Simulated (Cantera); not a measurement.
Input (Python, Cantera) and output of one run.

```python
import numpy as np
import cantera as ct

gas_names = """
    C CO COS CO2 CS CS2 C2 C2O C3 C3O2 C4 C5 Mg MgO MgS Mg2 O O2 O3 S SO SO2 SO3 S2 S2O S8
""".split()
cond_names = """
    C(gr) Mg(cr) Mg(L) MgCO3(s) MgO(s) MgO(L) MgS(s) MgSO4(s) MgSO4(L) S(cr1) S(cr2) S(L)
""".split()


# ... load() reads the species with a 1 bar reference pressure and builds the phases ...
atoms = {
    'MgSO4': {'Mg': 1, 'S': 1, 'O': 4},
    'C': {'C': 1},
    'O2': {'O': 2},
}
top_T = {'C(gr)': 4500, 'MgS(s)': 2250}  # K; cautious upper limits of use, not melting points


# ... equilibrate(T, P, feed) seeds the gas with the atoms and calls Mixture.equilibrate('TP', solver="vcs", rtol=1e-11, max_steps=5000) ...
results = []
feed = {'MgSO4': 1, 'C': 0.086, 'O2': 3.1}  # mol
P = 32000  # Pa
for T in [923, 973, 1023, 1073, 1123, 1173, 1223, 1273, 1323, 1373, 1423, 1473]:
    mix = equilibrate(T, P, feed)
    results.append((T, P, feed, dict(zip(mix.species_names, mix.species_moles))))
    x = sorted(zip(gas.X, gas.species_names), reverse=True)
    print(f"T = {T:g} K  P = {P:g} Pa  gas = {mix.phase_moles(0):.4g} mol")
    print("   x: " + "  ".join(f"{s} {v:.3e}" for v, s in x if v > 1e-05))
    print("   condensed (mol): " + ("  ".join(f"{mix.phase(i).name} {mix.phase_moles(i):.4g}"
          for i in range(1, mix.n_phases) if mix.phase_moles(i) > 1e-12) or "none"))
```

Output:

```
T = 923 K  P = 32000 Pa  gas = 3.1 mol
   x: O2 9.723e-01  CO2 2.774e-02
   condensed (mol): MgO(s) 4.145e-06  MgSO4(s) 1
T = 973 K  P = 32000 Pa  gas = 3.1 mol
   x: O2 9.722e-01  CO2 2.774e-02
   condensed (mol): MgO(s) 3.353e-05  MgSO4(s) 1
T = 1023 K  P = 32000 Pa  gas = 3.1 mol
   x: O2 9.722e-01  CO2 2.774e-02  SO2 4.357e-05  SO3 3.371e-05
   condensed (mol): MgO(s) 0.0002396  MgSO4(s) 0.9998
T = 1073 K  P = 32000 Pa  gas = 3.102 mol
   x: O2 9.718e-01  CO2 2.772e-02  SO2 3.377e-04  SO3 1.532e-04
   condensed (mol): MgO(s) 0.001523  MgSO4(s) 0.9985
T = 1123 K  P = 32000 Pa  gas = 3.112 mol
   x: O2 9.696e-01  CO2 2.764e-02  SO2 2.167e-03  SO3 6.042e-04
   condensed (mol): MgO(s) 0.008623  MgSO4(s) 0.9914
T = 1173 K  P = 32000 Pa  gas = 3.163 mol
   x: O2 9.589e-01  CO2 2.719e-02  SO2 1.183e-02  SO3 2.106e-03
   condensed (mol): MgO(s) 0.04407  MgSO4(s) 0.9559
T = 1223 K  P = 32000 Pa  gas = 3.414 mol
   x: O2 9.113e-01  SO2 5.693e-02  CO2 2.519e-02  SO3 6.587e-03
   condensed (mol): MgO(s) 0.2169  MgSO4(s) 0.7831
T = 1273 K  P = 32000 Pa  gas = 4.566 mol
   x: O2 7.622e-01  SO2 2.041e-01  CO2 1.883e-02  SO3 1.487e-02
   condensed (mol): MgO(s) 1
T = 1323 K  P = 32000 Pa  gas = 4.575 mol
   x: O2 7.626e-01  SO2 2.078e-01  CO2 1.880e-02  SO3 1.074e-02
   condensed (mol): MgO(s) 1
T = 1373 K  P = 32000 Pa  gas = 4.582 mol
   x: O2 7.630e-01  SO2 2.103e-01  CO2 1.877e-02  SO3 7.905e-03
   condensed (mol): MgO(s) 1
T = 1423 K  P = 32000 Pa  gas = 4.586 mol
   x: O2 7.632e-01  SO2 2.121e-01  CO2 1.875e-02  SO3 5.933e-03
   condensed (mol): MgO(s) 1
T = 1473 K  P = 32000 Pa  gas = 4.59 mol
   x: O2 7.634e-01  SO2 2.133e-01  CO2 1.874e-02  SO3 4.535e-03
   condensed (mol): MgO(s) 1
```

Method: chemical equilibrium by Gibbs-energy minimisation in Cantera with the NASA 1993 tables (ideal gas, pure condensed phases). Mutual solubility and eutectic melting of coexisting phases are not modelled.
